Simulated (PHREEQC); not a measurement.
Solution (25 °C and 100 atm): 0.013 mol/kgw KOH, 0.0003 mol/kgw K2SiO3 and 0.0056 mol/kgw Na2CO3. Closed to the air; pH follows from the charge balance.

Equilibrium calculation in PHREEQC: ion-association model, phreeqc.dat.

```
Quantity                       Value
--------------------  --------------
pH                             12.01
ionic strength        0.0293 mol/kgw
specific conductance      4330 µS/cm
total alkalinity         24.8 meq/kg
```

```csv
species,molality,activity,log γ
K+,0.0136,0.0115,-0.072
OH-,0.0133,0.0113,-0.073
Na+,0.0107,0.00912,-0.068
CO3-2,0.00501,0.00271,-0.267
NaCO3-,0.000530,0.000451,-0.070
H3SiO4-,0.000266,0.000226,-0.071
HCO3-,5.87e-5,5.04e-5,-0.067
H2SiO4-2,3.25e-5,1.76e-5,-0.267
```

This is a speciation only: nothing precipitates in the calculation. Under pressure, the constants of complexes without a molar volume in the database are unreliable.
